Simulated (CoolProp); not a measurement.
The fluid at 356.31 K and 1.18 MPa flows at 0.32 m/s in a round tube of 10 mm bore and 0.25 µm roughness, fully developed (64/Re and Nu = 3.66 if laminar; Colebrook and Gnielinski if turbulent). The same conditions are run with several fluids, on thermodynamics alone (safety and materials aside).

Values from CoolProp's reference Helmholtz-energy equation of state of each fluid (R410A: Lemmon 2003; R134a: Tillner-Roth 1994; R227EA: Lemmon 2016; R404A: Lemmon 2003; dry air: Lemmon 2000). Blends and air are pseudo-pure fits.

Q: Rank R410A, R134a, R227EA, R404A, dry air by Reynolds number, highest first.

A: R227EA (18700), R134a (10600), R404A (9410), R410A (6390), dry air (1730)

```json
[
 {"fluid": "R410A", "Darcy friction factor": "0.0349", "pressure drop (Pa/m)": "5.64", "heat-transfer coefficient (W/(m² K))": "40.6", "mass flow (kg/h)": "2.85"},
 {"fluid": "R134a", "Darcy friction factor": "0.0305", "pressure drop (Pa/m)": "7.34", "heat-transfer coefficient (W/(m² K))": "61.4", "mass flow (kg/h)": "4.26"},
 {"fluid": "R227EA", "Darcy friction factor": "0.0264", "pressure drop (Pa/m)": "11.3", "heat-transfer coefficient (W/(m² K))": "97.1", "mass flow (kg/h)": "7.60"},
 {"fluid": "R404A", "Darcy friction factor": "0.0314", "pressure drop (Pa/m)": "7.03", "heat-transfer coefficient (W/(m² K))": "57.5", "mass flow (kg/h)": "3.95"},
 {"fluid": "dry air", "Darcy friction factor": "0.0369", "pressure drop (Pa/m)": "2.18", "heat-transfer coefficient (W/(m² K))": "11.3", "mass flow (kg/h)": "1.04"}
]
```

Transport values come from each fluid's own correlations; those of R134a, R227EA are estimates that may be off by 10 % or more.
